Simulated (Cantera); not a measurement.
Input: 1 mol Si₃N₄, 2.9 mol HCl, 22 mol H₂, 0.2 mol O₂, held at 825 °C and 0.00220 bar.

Method: chemical equilibrium by Gibbs-energy minimisation in Cantera with the NASA 1993 tables (ideal gas, pure condensed phases). Candidate condensed phases: H₂O, NH₄Cl, Si, SiO₂, Si₂N₂O, Si₃N₄; 47 gas species. Mutual solubility and eutectic melting of coexisting phases are not modelled. The tables' values for SiCl₃ are old estimates; treat these amounts as uncertain. The numbers say what is thermodynamically allowed, not how fast it happens.

Base state: H₂ 0.879, HCl 0.115, N₂ 0.00553, SiCl₄ 0.000197, SiCl₂ 5.34e-5, SiCl₃ 2.74e-5, SiHCl₃ 2.20e-5 (mole fractions); condensed: Si₂N₂O(s) + Si₃N₄(s).

Q: What changes in the equilibrium state with this change: H₂ from 22 to 11 mol?

A: 
```json
[
 {"species": "H₂", "before": "0.879", "after": "0.787"},
 {"species": "HCl", "before": "0.115", "after": "0.200"},
 {"species": "N₂", "before": "0.00553", "after": "0.0107"},
 {"species": "SiCl₄", "before": "0.000197", "after": "0.00146"},
 {"species": "SiCl₃", "before": "2.74e-5", "after": "0.000110"},
 {"species": "SiHCl₃", "before": "2.20e-5", "after": "8.38e-5"},
 {"species": "SiCl₂", "before": "5.34e-5", "after": "0.000117"},
 {"species": "Si₂N₂O(s), mol", "before": "0.400", "after": "0.400"},
 {"species": "Si₃N₄(s), mol", "before": "0.731", "after": "0.725"}
]
```

Q: What changes in the equilibrium state with this change: O₂ from 0.2 to 0.15 mol?

A: 
```json
[
 {"species": "H₂", "before": "0.879", "after": "0.881"},
 {"species": "HCl", "before": "0.115", "after": "0.115"},
 {"species": "N₂", "before": "0.00553", "after": "0.00424"},
 {"species": "SiCl₄", "before": "0.000197", "after": "0.000235"},
 {"species": "SiCl₂", "before": "5.34e-5", "after": "6.36e-5"},
 {"species": "SiHCl₃", "before": "2.20e-5", "after": "2.62e-5"},
 {"species": "SiCl₃", "before": "2.74e-5", "after": "3.26e-5"},
 {"species": "Si₂N₂O(s), mol", "before": "0.400", "after": "0.300"},
 {"species": "Si₃N₄(s), mol", "before": "0.731", "after": "0.797"}
]
```

Q: What changes in the equilibrium state with this change: HCl from 2.9 to 46 mol?

A: 
| species | before | after |
|---|---|---|
| HCl | 0.115 | 0.553 |
| H₂ | 0.879 | 0.391 |
| SiCl₄ | 0.000197 | 0.0315 |
| N₂ | 0.00553 | 0.0237 |
| SiCl₃ | 2.74e-5 | 0.000605 |
| SiHCl₃ | 2.20e-5 | 0.000324 |
| SiCl₂ | 5.34e-5 | 0.000163 |
| Si₂N₂O(s), mol | 0.400 | 0.400 |
| Si₃N₄(s), mol | 0.731 | 0 |
